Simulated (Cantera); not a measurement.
Feed: 1 mol Ti(OiPr)4, 1.4 mol O2, 3.2 mol CH4, equilibrated at 1.33 mbar.

Cantera equilibrium calculation (NASA polynomials, part measured and part estimated; ideal gas, pure solids and liquids). Candidate condensed phases: C, C6H6, C7H8, C8H18, H2O, Ti, TiC, TiO, TiO2, Ti2O3, Ti3O5, Ti4O7; 113 gas species. The feed counts by its element totals alone. TiC: taken at fixed stoichiometry. Kinetics and transport are ignored. All values below are at 977 °C.

Base state: H2 0.750, CO 0.250, H 1.15e-5 (mole fractions); condensed: C(graphite) + TiC(s).

Question: What changes in the equilibrium state with this change: pressure from 1.33 mbar to 18.0 mbar?

Answer: 
```json
[
 {"species": "H2", "before": "0.750", "after": "0.775"},
 {"species": "CO", "before": "0.250", "after": "0.225"},
 {"species": "CH4", "before": "8.24e-6", "after": "0.000119"},
 {"species": "H2O", "before": "3.76e-6", "after": "4.72e-5"},
 {"species": "H", "before": "1.15e-5", "after": "3.17e-6"},
 {"species": "C(graphite), mol", "before": "7.40", "after": "8.82"},
 {"species": "TiC(s), mol", "before": "1.00", "after": "0.468"},
 {"species": "Ti3O5(s), mol", "before": "0", "after": "0.177"}
]
```
Mutual solubility and eutectic melting of coexisting phases are not modelled.
